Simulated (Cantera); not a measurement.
Input: 1 mol n-butane, 0.012 mol NH3, held at 1650 K.

Method: chemical equilibrium by Gibbs-energy minimisation in Cantera with the NASA 1993 tables (ideal gas, pure condensed phases). Candidate condensed phases: C, C6H6, C7H8, C8H18; 92 gas species. The ideal-gas law is rough above about 30 bar. Kinetics and transport are ignored.

log p: log10 of the partial pressure in bar; n: condensed amount in mol.

```tsv
P (Pa)	log p H2	log p CH4	log p H	log p N2	log p C2H4	log p NH3	n C(graphite)
10	-4.00	-10.89	-6.04	-6.94	-13.49	-13.86	4.00
46	(withheld)	(withheld)	(withheld)	(withheld)	(withheld)	(withheld)	4.00
220	-2.66	-8.19	-5.37	-5.60	-10.80	-11.17	4.00
1000	(withheld)	(withheld)	(withheld)	(withheld)	(withheld)	(withheld)	4.00
4600	-1.34	-5.55	-4.71	-4.28	-8.15	-8.53	4.00
22000	-0.66	-4.19	-4.37	-3.60	-6.80	-7.17	4.00
100000	0.00	-2.88	-4.04	-2.94	-5.48	-5.86	3.99
460000	0.66	-1.56	-3.71	-2.28	-4.16	-4.54	3.97
2200000	1.33	-0.22	-3.38	-1.59	-2.82	-3.19	3.86
10000000	1.95	1.02	-3.07	-0.92	-1.58	-1.92	3.52
```

Question: Complete the blanks.

Answer: 
- 1000, log p H2: -2.00
- 1000, log p CH4: -6.88
- 1000, log p H: -5.04
- 1000, log p N2: -4.94
- 1000, log p C2H4: -9.48
- 1000, log p NH3: -9.86
- 46, log p H2: -3.34
- 46, log p CH4: -9.56
- 46, log p H: -5.71
- 46, log p N2: -6.28
- 46, log p C2H4: -12.16
- 46, log p NH3: -12.54
